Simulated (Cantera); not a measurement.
Feed: 1 mol CF4, 0.47 mol HCl, 0.21 mol H2, equilibrated at 1748.15 K and 34.0 Pa.

Equilibrium computed with Cantera from the NASA thermochemical tables; the gas is ideal and each condensed phase is pure. Candidate condensed phases: C, C6H6, C7H8, C8H18; 118 gas species. Gases not in the tables: C2F6 and larger saturated fluorocarbons. The numbers say what is thermodynamically allowed, not how fast it happens.

Base state: HF 0.402, CF4 0.330, Cl 0.212, CF2 0.0317, F 0.0220, CF3 0.00132, HCl 0.000642, Cl2 0.000252 (mole fractions); condensed: C(graphite).

**Question.** What changes in the equilibrium state with this change: H2 from 0.21 to 2.9 mol?

**Answer.** 
| species | before | after |
|---|---|---|
| HF | 0.402 | 0.742 |
| H2 | <1e-9 | 0.165 |
| HCl | 0.000642 | 0.0852 |
| CF4 | 0.330 | <1e-9 |
| Cl | 0.212 | 0.00201 |
| CF2 | 0.0317 | <1e-9 |
| F | 0.0220 | 2.89e-6 |
| CF3 | 0.00132 | <1e-9 |
| CClF3 | 0.000125 | <1e-9 |
| ClF | 5.11e-5 | <1e-9 |
| C2H2 (acetylene) | <1e-9 | 1.87e-5 |
| H | 3.60e-7 | 0.00505 |
| C(graphite), mol | 0.199 | 1.000 |

**Question.** What changes in the equilibrium state with this change: temperature from 1748.15 K to 1923.15 K?

**Answer.** 
```
species             before     after
----------------  --------  --------
HF                   0.402     0.344
CF4                  0.330     0.194
Cl                   0.212     0.181
F                   0.0220     0.140
CF2                 0.0317     0.137
CF                 2.43e-5  0.000437
Cl2               0.000252   3.78e-5
C(graphite), mol     0.199     0.132
```

**Question.** What changes in the equilibrium state with this change: pressure from 34.0 Pa to 13.3 mbar?

**Answer.** 
| species | before | after |
|---|---|---|
| HF | 0.402 | 0.413 |
| CF4 | 0.330 | 0.366 |
| Cl | 0.212 | 0.195 |
| CF2 | 0.0317 | 0.00532 |
| F | 0.0220 | 0.00144 |
| Cl2 | 0.000252 | 0.00836 |
| CClF3 | 0.000125 | 0.00195 |
| CF | 2.43e-5 | 1.59e-6 |
| HCl | 0.000642 | 0.00924 |
| ClF | 5.11e-5 | 0.000121 |
| C(graphite), mol | 0.199 | 0.211 |
